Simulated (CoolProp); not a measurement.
The fluid at 229.96 K and 0.0325 MPa flows at 9.7 m/s in a round tube of 50 mm bore and 0.25 µm roughness, fully developed (64/Re and Nu = 3.66 if laminar; Colebrook and Gnielinski if turbulent). The same conditions are run with several fluids, on thermodynamics alone (safety and materials aside).

Values from CoolProp's reference Helmholtz-energy equation of state of each fluid (C2F6 (R116): Lemmon 2006; CH2F2 (R32): Tillner-Roth 1997; R407C: Lemmon 2003; sulfur hexafluoride: Guder 2009; ammonia: Gao 2020). Blends and air are pseudo-pure fits.

| fluid | Reynolds number | Darcy friction factor | pressure drop (Pa/m) | heat-transfer coefficient (W/(m² K)) | mass flow (kg/h) |
|---|---|---|---|---|---|
| C2F6 (R116) | 105000 | 0.0178 | 39.7 | 37.5 | 162 |
| CH2F2 (R32) | 42300 | 0.0217 | 18.3 | 18.7 | 61.3 |
| R407C | 77900 | 0.0190 | 26.6 | 26.3 | 102 |
| sulfur hexafluoride | 100000 | 0.0180 | 42.4 | 31.8 | 172 |
| ammonia | 18200 | 0.0265 | 7.29 | 20.8 | 20.1 |

Transport values come from each fluid's own correlations; those of C2F6 (R116), CH2F2 (R32) are estimates that may be off by 10 % or more.
